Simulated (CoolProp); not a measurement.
Fluoroethane (R161) at 152.92 K and 1.88 MPa is throttled through a valve to 0.617 MPa with no heat exchange. Each further row changes one setting.

Model: reference Helmholtz-energy equation of state, Wu 2012, in CoolProp.

```json
[
 {"case": "as stated", "temperature change (K)": "+0.5", "final density (kg/m³)": "927"},
 {"case": "outlet pressure 0.185 MPa", "temperature change (K)": "+0.7", "final density (kg/m³)": "926"},
 {"case": "outlet pressure 0.802 MPa", "temperature change (K)": "+0.4", "final density (kg/m³)": "927"}
]
```
